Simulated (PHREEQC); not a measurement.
0.2 mol of Hydroxyapatite (Ca5(PO4)3OH) is brought to equilibrium with 1 kg of water, with rising amounts of RbOH, at 25 °C. O2 is buffered at 0.21 atm. CO2 from the air is kept out. The run lets Hydroxyapatite, Portlandite precipitate or redissolve, and no other solid.

Equilibrium calculation in PHREEQC: ion-association model, wateq4f.dat.

```tsv
RbOH added (mol)	pH	dissolved Ca (mol/kgw)	dissolved P (mol/kgw)
0	9.05	1.43e-5	8.57e-6
0.0417	(withheld)	1.24e-6	7.43e-7
0.0833	12.81	1.53e-6	9.16e-7
0.125	12.97	1.80e-6	1.08e-6
0.167	13.08	2.06e-6	1.24e-6
0.208	13.17	2.30e-6	1.38e-6
0.25	(withheld)	2.54e-6	1.52e-6
0.292	13.30	2.76e-6	1.65e-6
0.333	(withheld)	2.97e-6	1.78e-6
0.375	(withheld)	3.17e-6	1.90e-6
0.417	(withheld)	3.37e-6	2.02e-6
0.458	(withheld)	3.56e-6	2.14e-6
0.5	13.51	3.75e-6	2.25e-6
```

Q: Complete the blanks.

A: 
- 0.0417, pH: 12.54
- 0.25, pH: 13.24
- 0.333, pH: 13.35
- 0.375, pH: 13.40
- 0.417, pH: 13.44
- 0.458, pH: 13.47

H3PO4, which wateq4f.dat lacks, is added to it with the constant of phreeqc.dat.
